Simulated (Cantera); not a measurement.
Feed: 1 mol PbF2, 0.027 mol HF, 0.1 mol N2, held at 1348.15 K and 0.133 bar.

These are equilibrium values from Cantera (NASA tables, ideal gas, pure condensed phases), not measurements of a reactor. Each liquid is taken as pure. Mutual solubility and eutectic melting of coexisting phases are not modelled. The numbers say what is thermodynamically allowed, not how fast it happens.

```tsv
species	before	after
N2	0.426	0.758
HF	0.115	0.205
PbF4	0.176	0.0218
PbF2	0.232	0.0127
PbF	0.0156	0.000488
Pb	0.0359	0.00211
H2	5.23e-6	6.14e-5
Pb(l), mol	0.0310	0.00255
PbF2(l), mol	0.861	0.993
```
Gas species are given as mole fractions.

Q: Which change was made?
(A) temperature from 1348.15 K to 1148.15 K
(B) temperature from 1348.15 K to 1250 K
(C) pressure from 0.133 bar to 8.30e-6 bar
(D) temperature from 1348.15 K to 2073.15 K

A: A, temperature from 1348.15 K to 1148.15 K
